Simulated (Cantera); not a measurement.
Thermodynamics of silicon carbide growth, feed (CH3)2SiCl2 + H2 + C2H2

A closed system holds: 1 mol (CH3)2SiCl2, 13 mol H2, 0.14 mol C2H2, held at 820 Pa.

These are equilibrium values from Cantera (NASA tables, ideal gas, pure condensed phases), not measurements of a reactor. Candidate condensed phases: C, C6H6, C7H8, C8H18, Si, SiC; 109 gas species. The feed counts by its element totals alone. The tables' values for SiCl are old estimates; treat these amounts as uncertain. Gases not in the tables: Si2H6 and higher silanes. Equilibrium is a limit: real reactors are often held back by kinetics, nucleation or transport.

```
T (K)  log p H2  log p H  log p HCl  log p Si  log p Cl  log p SiC2  log p C2H2 (acetylene)  log p SiCl2  n C(graphite)  n SiC(s)
-----  --------  -------  ---------  --------  --------  ----------  ----------------------  -----------  -------------  --------
1823      -2.14    -4.43      -3.03     -6.93     -5.44       -8.71                   -5.82        -5.02           1.29     0.979
1898      -2.14    -4.18      -3.04     -6.34     -5.19       -7.95                   -5.57        -4.93           1.30     0.973
1973      -2.15    -3.94      -3.04     -5.81     -4.96       -7.24                   -5.34        -4.85           1.30     0.965
2048      -2.15    -3.73      -3.05     -5.31     -4.75       -6.60                   -5.13        -4.78           1.30     0.950
2123      -2.16    -3.52      -3.06     -4.84     -4.56       -5.99                   -4.94        -4.72           1.31     0.917
2198      -2.17    -3.34      -3.08     -4.41     -4.39       -5.43                   -4.77        -4.67           1.35     0.838
2273      -2.19    -3.17      -3.10     -4.01     -4.23       -4.91                   -4.61        -4.64           1.45     0.645
2348      -2.22    -3.02      -3.14     -3.64     -4.09       -4.43                   -4.48        -4.63           1.73     0.165
2423      -2.25    -2.88      -3.17     -3.55     -3.95       -4.23                   -4.36        -4.86           1.74         0
```
log p: log10 of the partial pressure in bar; n: condensed amount in mol.

From 1823 K to 2348 K the condensed part is C(graphite) + SiC(s). At 2423 K the condensed part is C(graphite). The main Si-bearing gas is SiCl2 at 1823 K and Si at 2423 K. The share of Si in condensed phases is highest at 1823 K (97.9 %) and lowest at 2423 K (0.0 %).
